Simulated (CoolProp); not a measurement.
Vapour-liquid equilibrium of CHF3 (R23) (1) + R22 (2) at 258.4 K; x and y are mole fractions of (1).

Computed with CoolProp (multi-fluid Helmholtz-energy mixture model, Penoncello 2003 and Kamei 1995; pair parameters Bell 2016).

```tsv
x	bubble pressure (kPa)	y at the bubble point	dew pressure at overall composition x (kPa)	liquid density (mol/L)
0.05	374.6	0.225	313.0	15.45
0.2	594.1	0.561	364.3	15.65
0.35	800.2	0.714	435.0	15.83
0.5	993.7	0.806	538.0	15.98
0.65	1180	0.872	700.0	16.10
0.8	1367	0.928	977.9	16.18
0.95	1567	0.981	1448	16.22
```

No azeotrope shows between x = 0.05 and 0.95.

The pair parameters rest on a limited set of measurements; away from them the model extrapolates.
